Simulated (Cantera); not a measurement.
An isothermal, constant-pressure homogeneous reactor starts with NO : N2 = 1 : 8.9 (molar parts), at 2075 K and 0.0740 atm.

Computed with Cantera and GRI-Mech 3.0 (53 species, 325 reactions).

x: mole fraction; the columns are a selection and need not sum to one.

```
t (s)       x NO       x O   x N2    x N2O     x NO2
--------  ------  --------  -----  -------  --------
9.00e-5    0.101   1.37e-7  0.899  1.33e-7  2.46e-10
0.000175   0.101   2.69e-7  0.899  2.56e-7  8.90e-10
0.000341   0.101   5.34e-7  0.899  4.87e-7   3.09e-9
0.000663   0.101   1.08e-6  0.899  9.03e-7   1.01e-8
0.00129    0.101   2.24e-6  0.899  1.61e-6   2.98e-8
0.00251    0.101   4.80e-6  0.899  2.65e-6   8.01e-8
0.00488    0.101   1.06e-5  0.899  3.85e-6   1.99e-7
0.00949    0.101   2.32e-5  0.899  4.71e-6   4.60e-7
0.0185     0.101   4.82e-5  0.899  4.95e-6   9.70e-7
0.0359     0.101   9.26e-5  0.899  4.89e-6   1.82e-6
0.0698     0.101  0.000154  0.899  4.78e-6   2.93e-6
0.136      0.100  0.000208  0.899  4.66e-6   3.83e-6
0.264     0.0987  0.000242  0.900  4.50e-6   4.46e-6
0.514     0.0960       [?]  0.901  4.20e-6       [?]
1.00      0.0900       [?]  0.904      [?]       [?]
```

Problem. What belongs in the gaps?

Solution. 
- 0.514, x O: 0.000288
- 0.514, x NO2: 5.30e-6
- 1.00, x O: 0.000368
- 1.00, x N2O: 3.63e-6
- 1.00, x NO2: 6.55e-6
